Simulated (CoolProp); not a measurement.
Vapour-liquid equilibrium of R125 (1) + R227EA (2) at 0.252 bar; x and y are mole fractions of (1).

Values from CoolProp's multi-fluid Helmholtz-energy mixture model, Lemmon 2005 and Lemmon 2016; pair parameters Bell 2016.

Problem. Give the bubble temperature and the first vapour's composition at x = 0.15, 0.25, 0.55. Is there an azeotrope?

Solution. x = 0.15: -52.6 °C, y = 0.476; x = 0.25: -56.7 °C, y = 0.644; x = 0.55: -65.3 °C, y = 0.879. No azeotrope shows between x = 0.05 and 0.95.

The pair parameters rest on a limited set of measurements; away from them the model extrapolates.
